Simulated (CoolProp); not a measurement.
Vapour-liquid equilibrium of benzene (1) + n-nonane (2) at 0.118 bar; x and y are mole fractions of (1).

The numbers come from the multi-fluid Helmholtz-energy mixture model, Thol 2012 and Lemmon 2006; pair parameters Bell 2016 in CoolProp.

| x | bubble temperature, mixture model (K) | bubble temperature, Raoult's law (K) | y, mixture model | y, Raoult's law |
|---|---|---|---|---|
| 0.05 | 341.5 | 348.2 | 0.525 | 0.367 |
| 0.125 | 327.3 | 337.3 | 0.774 | 0.641 |
| 0.2 | 319.3 | 329.4 | 0.860 | 0.775 |
| 0.275 | 314.3 | 323.3 | 0.900 | 0.850 |
| 0.35 | 310.9 | 318.5 | 0.923 | 0.896 |
| 0.425 | 308.3 | 314.4 | 0.938 | 0.926 |
| 0.5 | 306.3 | 311.0 | 0.949 | 0.947 |
| 0.575 | 304.6 | 308.1 | 0.958 | 0.962 |
| 0.65 | 303.1 | 305.5 | 0.966 | 0.973 |
| 0.725 | 301.7 | 303.2 | 0.973 | 0.981 |
| 0.8 | 300.3 | 301.2 | 0.980 | 0.988 |
| 0.875 | 298.9 | 299.3 | 0.987 | 0.993 |
| 0.95 | 297.5 | 297.6 | 0.995 | 0.998 |

The largest gap from Raoult's law is -10.1 K in bubble temperature, at x = 0.2. No azeotrope shows between x = 0.05 and 0.95.

The pair parameters rest on a limited set of measurements; away from them the model extrapolates.
